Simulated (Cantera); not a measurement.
Mixture: CO : H2 : O2 : N2 = 1 : 0.071 : 0.446 : 1.25 (molar parts), at 29.6 atm, adiabatic and at constant pressure. Ignition delay is the time to a rise of 400 K.

Computed with Cantera and GRI-Mech 3.0 (53 species, 325 reactions). The hydrogen kinetics of GRI-Mech 3.0 are dated; newer H2 mechanisms differ, most at raised pressure. The pressure lies above the range GRI-Mech 3.0 was tuned for (to about 10 atm).

What does this change do: pressure from 29.6 atm to 1.00 atm?


```
quantity           before     after
---------------  --------  --------
delay at 1023 K   1.27 ms  0.421 ms
delay at 1073 K  0.454 ms  0.240 ms
delay at 1123 K  0.178 ms  0.165 ms
delay at 1173 K   75.8 µs  0.126 ms
delay at 1223 K   34.6 µs  0.102 ms
delay at 1273 K   16.9 µs   86.1 µs
```
Where the delays flatten at high temperature, the 400 K rule measures the pace of heat release, not the induction time.

What does this change do: 0.09 parts CO2 added?


```
quantity                                                before       after
--------------------------------------------------  ----------  ----------
delay at 1023 K                                        1.27 ms     1.37 ms
delay at 1073 K                                       0.454 ms    0.492 ms
delay at 1123 K                                       0.178 ms    0.194 ms
delay at 1173 K                                        75.8 µs     82.7 µs
delay at 1223 K                                        34.6 µs     37.9 µs
delay at 1273 K                                        16.9 µs     18.5 µs
apparent activation energy between 1173 and 1273 K  190 kJ/mol  190 kJ/mol
```
